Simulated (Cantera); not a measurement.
Feed: 1 mol Fe(CO)5, 0.36 mol CO, 62 mol H2, held at 2700 Pa.

Equilibrium computed with Cantera from the NASA thermochemical tables; the gas is ideal and each condensed phase is pure. Candidate condensed phases: C, C6H6, C7H8, C8H18, Fe, Fe(CO)5, FeO, Fe(OH)2, Fe(OH)3, Fe2O3, Fe3O4, H2O; 114 gas species. Equilibrium is a limit: real reactors are often held back by kinetics, nucleation or transport. All values below are at 1348 K.

Base state: H2 0.920, CO 0.0795, CH4 4.00e-5, H2O 3.85e-5, H 1.35e-5 (mole fractions); condensed: Fe(γ).

### Question
What changes in the equilibrium state with this change: Fe(CO)5 replaced by Pb?

### Answer
```
species      before    after
----------  -------  -------
H2            0.920    0.979
Pb                0   0.0158
CO           0.0795  0.00567
CH4         4.00e-5  1.15e-5
H2O         3.85e-5  1.15e-5
H           1.35e-5  1.39e-5
Fe(γ), mol    1.000        0
```
Further candidate phases: Pb, PbO, PbO2, Pb3O4.
